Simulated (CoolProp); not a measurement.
Vapour-liquid equilibrium of CH2F2 (R32) (1) + R142b (2) at 474 kPa; x and y are mole fractions of (1).

Computed with CoolProp (multi-fluid Helmholtz-energy mixture model, Tillner-Roth 1997 and Lemmon 2006; pair parameters Bell 2016).

Question: Give the bubble temperature and the first vapour's composition at x = 0.2, 0.5, 0.65. Is there an azeotrope?

Answer: x = 0.2: 14.5 °C, y = 0.559; x = 0.5: -3.0 °C, y = 0.836; x = 0.65: -7.9 °C, y = 0.895. No azeotrope shows between x = 0.05 and 0.95.

The pair parameters rest on a limited set of measurements; away from them the model extrapolates.
